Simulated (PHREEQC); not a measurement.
Consider water at 25 °C with 0.22 mol/kgw CaCl2. Closed to the air; pH follows from the charge balance.

Equilibrium calculation in PHREEQC: ion-association model, phreeqc.dat.

This is a speciation only: nothing precipitates in the calculation.

Problem. Estimate the activity of water.

Solution. activity of water 0.989.
